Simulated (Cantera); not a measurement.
# Catalytic stagnation flow on Pt

A jet of CH4 : O2 : N2 = 0.011 : 0.17 : 0.79 (molar parts) at 300 K and 0.0200 bar hits a platinum plate 3 cm away at a mass flux of 0.046 kg/m²/s; the plate temperature is set and raised in steps from an oxygen-covered start.

Detailed kinetics in Cantera: Deutschmann's 1995 Pt surface mechanism with GRI-Mech 3.0 gas chemistry. Catalytic surfaces can have several steady states; this one follows from the mechanism file's or the stated starting coverage.

| plate T (K) | wall x CH4 | wall x O2 | wall x H2O | wall x OH | wall x CO | wall x CO2 | θ free Pt | θ O* |
|---|---|---|---|---|---|---|---|---|
| 900 | 0.00970 | 0.172 | 0.00305 | 2.11e-8 | 4.15e-6 | 0.00199 | 0.253 | 0.746 |
| 950 | 0.00879 | 0.170 | 0.00473 | 7.23e-8 | 5.23e-6 | 0.00309 | 0.325 | 0.674 |
| 1000 | 0.00784 | 0.168 | 0.00648 | 2.11e-7 | 6.37e-6 | 0.00424 | 0.398 | 0.602 |
| 1050 | 0.00695 | 0.166 | 0.00811 | 5.36e-7 | 7.59e-6 | 0.00532 | 0.469 | 0.531 |
| 1100 | 0.00617 | 0.164 | 0.00954 | 1.22e-6 | 8.98e-6 | 0.00626 | 0.538 | 0.462 |
| 1150 | 0.00551 | 0.163 | 0.0107 | 2.53e-6 | 1.06e-5 | 0.00704 | 0.602 | 0.398 |
| 1200 | 0.00501 | 0.162 | 0.0116 | 4.83e-6 | 1.28e-5 | 0.00764 | 0.662 | 0.338 |
x: mole fraction at the wall; θ: surface coverage.
